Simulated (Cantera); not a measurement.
What does this Cantera script print?

```python
import numpy as np
import cantera as ct

gas = ct.Solution("gri30.yaml")
gas.TPX = 1423, 101325, {'CO': 0.028, 'O2': 0.0033, 'H2O': 0.011, 'N2': 1, 'H2': 0.003}
reactor = ct.IdealGasConstPressureReactor(gas, energy="off", clone=False)
net = ct.ReactorNet([reactor])
net.rtol, net.atol = 1e-08, 1e-18
show = ['CO', 'O2', 'H2O', 'HO2', 'N2O']
times = np.geomspace(4e-05, 100, 15)

steps = ct.SolutionArray(gas, extra=["t"])
rows = []
print(f"{'t/s':>10s}{'T/K':>9s}{'P/Pa':>11s}" + "".join(f"{s:>11s}" for s in show))
for t in times:
    while net.time < t:
        t_next = net.step()
        steps.append(gas.state, t=t_next)
    rows.append([np.interp(t, steps.t, y) for y in (steps.T, steps.P, *steps(*show).X.T)])
    print(f"{t:10.3e}{rows[-1][0]:9.1f}{rows[-1][1]:11.4g}" + "".join(f"{x:11.3e}" for x in rows[-1][2:]))
rate = np.gradient(steps.T, steps.t)
print("integrator steps:", len(steps.t))
if steps.T.max() > steps.T[0] + 200:
    print(f"time of steepest temperature rise: {steps.t[rate.argmax()]:.4e} s")
gas.TPX = 1423, 101325, {'CO': 0.028, 'O2': 0.0033, 'H2O': 0.011, 'N2': 1, 'H2': 0.003}
gas.equilibrate("TP")
print(f"equilibrium (TP): T = {gas.T:.1f} K  " + "  ".join(f"{s} {gas[s].X[0]:.3e}" for s in show))
```

It prints:

```
       t/s      T/K       P/Pa         CO         O2        H2O        HO2        N2O
 4.000e-05   1423.0  1.013e+05  2.679e-02  3.157e-03  1.052e-02  8.297e-10  6.397e-14
 1.146e-04   1423.0  1.013e+05  2.679e-02  3.157e-03  1.052e-02  2.378e-09  4.968e-13
 3.281e-04   1423.0  1.013e+05  2.679e-02  3.156e-03  1.052e-02  3.730e-08  1.865e-11
 9.398e-04   1423.0  1.013e+05  2.401e-02  1.440e-03  1.060e-02  4.311e-07  3.858e-08
 2.692e-03   1423.0  1.013e+05  1.730e-02  1.546e-05  7.217e-03  4.959e-09  2.943e-09
 7.710e-03   1423.0  1.013e+05  1.724e-02  1.275e-06  7.240e-03  4.312e-10  7.855e-10
 2.208e-02   1423.0  1.013e+05  1.734e-02  1.379e-07  7.352e-03  4.760e-11  2.668e-10
 6.325e-02   1423.0  1.013e+05  1.738e-02  1.565e-08  7.395e-03  5.186e-12  1.522e-10
 1.811e-01   1423.0  1.013e+05  1.739e-02  1.791e-09  7.411e-03  5.103e-13  2.366e-10
 5.188e-01   1423.0  1.013e+05  1.740e-02  2.038e-10  7.416e-03  4.111e-14  3.279e-10
 1.486e+00   1423.0  1.013e+05  1.740e-02  2.468e-11  7.418e-03  2.965e-15  2.021e-10
 4.256e+00   1423.0  1.013e+05  1.740e-02  3.752e-12  7.419e-03  3.227e-16  6.032e-11
 1.219e+01   1423.0  1.013e+05  1.740e-02  1.042e-12  7.419e-03  9.917e-17  1.223e-11
 3.491e+01   1423.0  1.013e+05  1.740e-02  6.711e-13  7.419e-03  7.094e-17  1.939e-12
 1.000e+02   1423.0  1.013e+05  1.740e-02  6.223e-13  7.419e-03  6.714e-17  7.960e-13
integrator steps: 2240
equilibrium (TP): T = 1423.0 K  CO 1.740e-02  O2 6.215e-13  H2O 7.419e-03  HO2 6.706e-17  N2O 1.097e-13
```

Cantera simulation using GRI-Mech 3.0 (53 species, 325 reactions); the numbers are that mechanism's predictions, not measurements.
